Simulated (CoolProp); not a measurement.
Vapour-liquid equilibrium of isobutene (1) + n-butane (2) at 11.8 bar; x and y are mole fractions of (1).

Computed with CoolProp (multi-fluid Helmholtz-energy mixture model, Lemmon 2005 and Bücker 2006; pair parameters Bell 2016).

Problem. Give the bubble temperature and the first vapour's composition at x = 0.125, 0.275, 0.5. Is there an azeotrope?

Solution. x = 0.125: 85.8 °C, y = 0.144; x = 0.275: 84.2 °C, y = 0.306; x = 0.5: 82.1 °C, y = 0.534. No azeotrope shows between x = 0.05 and 0.95.

The pair parameters rest on a limited set of measurements; away from them the model extrapolates.
